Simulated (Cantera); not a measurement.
Charge: 1 mol HgO, 0.051 mol H₂, equilibrated at 573 K and 0.0150 bar.

Equilibrium computed with Cantera from the NASA thermochemical tables; the gas is ideal and each condensed phase is pure. Candidate condensed phases: H₂O, Hg, HgO; 10 gas species. The numbers say what is thermodynamically allowed, not how fast it happens.

Base state: Hg 0.656, O₂ 0.311, H₂O 0.0334 (mole fractions); condensed: gas only.

Q: What changes in the equilibrium state with this change: H₂ from 0.051 to 1.1 mol?

A: 
```
species  before   after
-------  ------  ------
H₂O      0.0334   0.476
Hg        0.656   0.476
H₂        <1e-9  0.0476
O₂        0.311   <1e-9
```
